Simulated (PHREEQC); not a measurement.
**Acid rinse or clean: speciation**

Consider water at 25 °C with 0.23 mol H2SO4, 0.01 mol AlCl3 and 4e-05 mol MgCl2 per kg of water. Closed to the air; pH follows from the charge balance.

All values are PHREEQC results (ion-association model, phreeqc.dat), not measurements.

Precipitation was switched off in this run.

Question: What pH does the model give?

Answer: pH 0.68.

Question: In which forms is Mg present?

Answer: Mg+2 68 %, MgSO4 32 % of the Mg.
